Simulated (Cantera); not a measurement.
A closed system holds: 1 mol C2F6, 3.3 mol H2, held at 2500 °C and 10000 Pa.

Cantera equilibrium calculation (NASA polynomials, part measured and part estimated; ideal gas, pure solids and liquids). Candidate condensed phases: C, C6H6, C7H8, C8H18; 95 gas species. The feed counts by its element totals alone. The numbers say what is thermodynamically allowed, not how fast it happens.

Base state: HF 0.925, H 0.0397, H2 0.0285, F 0.00511, C2H2 (acetylene) 0.000868, CF 0.000354, C3 0.000226, C2H 0.000146 (mole fractions); condensed: C(graphite).

What changes in the equilibrium state with this change: pressure from 10000 Pa to 1000 Pa?


| species | before | after |
|---|---|---|
| HF | 0.925 | 0.873 |
| H | 0.0397 | 0.0859 |
| F | 0.00511 | 0.0223 |
| H2 | 0.0285 | 0.0133 |
| C | 4.90e-5 | 0.000490 |
| C2 | 2.20e-5 | 0.000220 |
| C5 | 1.97e-6 | 1.97e-5 |
| C(graphite), mol | 1.98 | 1.93 |

What changes in the equilibrium state with this change: C2F6 replaced by CH2F2?


```
species             before     after
----------------  --------  --------
H2                  0.0285     0.476
HF                   0.925     0.346
H                   0.0397     0.162
C2H2 (acetylene)  0.000868    0.0145
CF2                5.28e-5   4.42e-7
CH3                1.93e-7   1.32e-5
C4H2               1.10e-5  0.000184
C(graphite), mol      1.98     0.816
```
